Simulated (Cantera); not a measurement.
# Premixed flame

A freely propagating, adiabatic, planar premixed flame of CH₄ : C₂H₆ : C₃H₈ : O₂ : N₂ = 1 : 0.28 : 0.068 : 5.11 : 16.9 (molar parts), equivalence ratio 0.65, unburnt at 548 K and 0.0987 atm; multicomponent+Soret transport, grid criteria slope 0.08 and curve 0.16, no radiation.

Computed with Cantera and GRI-Mech 3.0 (53 species, 325 reactions). Burning velocities carry a grid error of a few per cent, more on coarse grids.

```
z (mm)  T (K)  u (m/s)     x CH₄    x C₂H₆    x C₃H₈    x HCO      x H₂   x C₂H₂
------  -----  -------  --------  --------  --------  -------  --------  -------
-8.34     548     1.33    0.0428    0.0120   0.00291    <1e-8  0.000331    <1e-8
-5.56     549     1.33    0.0427    0.0120   0.00291    <1e-8   0.00103    <1e-8
-4.17     552     1.34    0.0425    0.0120   0.00291    <1e-8   0.00198  6.98e-8
-2.78     580     1.42    0.0411    0.0118   0.00290    <1e-8   0.00402  9.36e-7
-1.39     832     2.05    0.0326   0.00959   0.00233  3.63e-7   0.00870  1.72e-5
-0.695   1158     2.90    0.0210   0.00458  0.000954  1.06e-5    0.0120  5.55e-5
0        1494     3.78   0.00708  0.000409   5.16e-5  5.78e-5    0.0128  8.77e-5
0.695    1634     4.15  0.000965   3.38e-6   1.52e-7  2.20e-5   0.00955  1.58e-5
1.39     1667     4.23   7.87e-5     <1e-8     <1e-8  2.27e-6   0.00719  6.10e-7
2.78     1693     4.28   4.52e-7     <1e-8     <1e-8  2.07e-8   0.00649    <1e-8
5.56     1728     4.35     <1e-8     <1e-8     <1e-8    <1e-8   0.00665    <1e-8
11.1     1773     4.44     <1e-8     <1e-8     <1e-8    <1e-8   0.00619    <1e-8
22.2     1834     4.58     <1e-8     <1e-8     <1e-8    <1e-8   0.00515    <1e-8
```
x: mole fraction of selected species; z is measured from the peak of heat release.

```json
{
  "laminar_burning_velocity": "133 cm/s",
  "thermal_thickness": "2.78 mm",
  "peak x(HCO)": "5.84e-5",
  "peak x(H₂)": "0.0131",
  "peak x(C₂H₂)": "9.17e-5",
  "grid_points": "150"
}
```
